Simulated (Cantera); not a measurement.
Charge: 1 mol SiCl₄, 0.69 mol O₃, 1.4 mol N₂, at 0.0133 bar.

These are equilibrium values from Cantera (NASA tables, ideal gas, pure condensed phases), not measurements of a reactor. Candidate condensed phases: Si, SiO₂, Si₂N₂O, Si₃N₄; 23 gas species. The numbers say what is thermodynamically allowed, not how fast it happens. All values below are at 825 K.

Base state: Cl₂ 0.582, N₂ 0.408, O₂ 0.0102, Cl 0.000109 (mole fractions); condensed: SiO₂(α-quartz).

Problem. What changes in the equilibrium state with this change: SiCl₄ replaced by HMDSO?

Solution. 
| species | before | after |
|---|---|---|
| H₂ | 0 | 0.882 |
| N₂ | 0.408 | 0.109 |
| CH₄ | 0 | 0.00937 |
| Cl₂ | 0.582 | 0 |
| O₂ | 0.0102 | <1e-9 |
| Cl | 0.000109 | 0 |
| CO | 0 | 3.39e-5 |
| SiO₂(α-quartz), mol | 1.00 | 1.38 |
| C(graphite), mol | 0 | 5.91 |
| Si₂N₂O(s), mol | 0 | 0.310 |
The feed counts by its element totals alone. N₂ is the only nitrogen source here; it is nearly inert below about 1500 K, so the nitride shown seldom forms there in practice. Further candidate phases: C, C₆H₆, C₇H₈, C₈H₁₈, H₂O, SiC.

Problem. What changes in the equilibrium state with this change: SiCl₄ replaced by SiF₄?

Solution. 
```csv
species,before,after
N₂,0.408,0.408
O₂,0.0102,0.301
SiF₄,0,0.291
Cl₂,0.582,0
Cl,0.000109,0
"SiO₂(α-quartz), mol",1.00,0
```
